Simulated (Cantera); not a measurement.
What does this Cantera script print?

```python
import numpy as np
import cantera as ct

gas_names = """
    H H2 N NH NH2 NH3 N2 N2H2 N2H4 Pb Pb2
""".split()
cond_names = """
    Pb(cr) Pb(L)
""".split()


# ... load() reads the species with a 1 bar reference pressure and builds the phases ...
atoms = {
    'Pb': {'Pb': 1},
    'H2': {'H': 2},
    'N2': {'N': 2},
}
top_T = {}  # K; cautious upper limits of use, not melting points


# ... equilibrate(T, P, feed) seeds the gas with the atoms and calls Mixture.equilibrate('TP', solver="vcs", rtol=1e-11, max_steps=5000) ...
results = []
feed = {'Pb': 1, 'H2': 9.2, 'N2': 26}  # mol
T = 1148  # K
P = 130000  # Pa
mix = equilibrate(T, P, feed)
results.append((T, P, feed, dict(zip(mix.species_names, mix.species_moles))))
print(gas.report(threshold=1e-05))
for i in range(1, mix.n_phases):
    print(f"{mix.phase(i).name:16s} {mix.phase_moles(i):12.5e} mol")
```

Output:

```
       temperature   1148 K
          pressure   1.3e+05 Pa
           density   0.28955 kg/m^3
  mean mol. weight   21.26 kg/kmol
   phase of matter   gas

                          1 kg             1 kmol
                     ---------------   ---------------
          enthalpy        1.2274e+06        2.6094e+07  J
   internal energy        7.7841e+05        1.6549e+07  J
           entropy             10304        2.1907e+05  J/K
    Gibbs function       -1.0602e+07        -2.254e+08  J
 heat capacity c_p            1539.9             32738  J/K
 heat capacity c_v            1148.8             24424  J/K

                      mass frac. Y      mole frac. X     chem. pot. / RT
                     ---------------   ---------------   ---------------
                H2          0.024774           0.26126           -18.939
               NH3        2.9438e-05        3.6748e-05           -41.045
                N2            0.9731           0.73849           -25.271
                Pb         0.0021008        0.00021555           -10.342
     [   +7 minor]        9.1353e-08        3.6732e-08

Pb(L)             9.92411e-01 mol
```

Equilibrium computed with Cantera from the NASA thermochemical tables; the gas is ideal and each condensed phase is pure.
